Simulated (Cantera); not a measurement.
Charge: 1 mol HF, 0.038 mol O2, 4 mol H2, equilibrated at 3475 K and 0.133 bar.

Equilibrium computed with Cantera from the NASA thermochemical tables; the gas is ideal and each condensed phase is pure. Candidate condensed phases: H2O; 22 gas species. The numbers say what is thermodynamically allowed, not how fast it happens.

Base state: H 0.668, H2 0.191, HF 0.126, F 0.00572, O 0.00553, OH 0.00271, H2O 0.00171, O2 1.90e-5 (mole fractions); condensed: gas only.

Problem. What changes in the equilibrium state with this change: temperature from 3475 K to 675 K?

Solution. 
```
species   before   after
-------  -------  ------
H2         0.191   0.785
HF         0.126   0.200
H2O      0.00171  0.0152
H          0.668   <1e-9
F        0.00572   <1e-9
O        0.00553   <1e-9
```

Problem. What changes in the equilibrium state with this change: H2 from 4 to 0.3 mol?

Solution. 
```json
[
 {"species": "HF", "before": "0.126", "after": "0.546"},
 {"species": "H", "before": "0.668", "after": "0.315"},
 {"species": "F", "before": "0.00572", "after": "0.0527"},
 {"species": "H2", "before": "0.191", "after": "0.0424"},
 {"species": "O", "before": "0.00553", "after": "0.0339"},
 {"species": "O2", "before": "1.90e-5", "after": "0.000716"},
 {"species": "OH", "before": "0.00271", "after": "0.00782"},
 {"species": "H2O", "before": "0.00171", "after": "0.00232"}
]
```

Problem. What changes in the equilibrium state with this change: temperature from 3475 K to 3348 K?

Solution. 
```csv
species,before,after
H,0.668,0.583
H2,0.191,0.267
HF,0.126,0.137
H2O,0.00171,0.00341
F,0.00572,0.00326
```
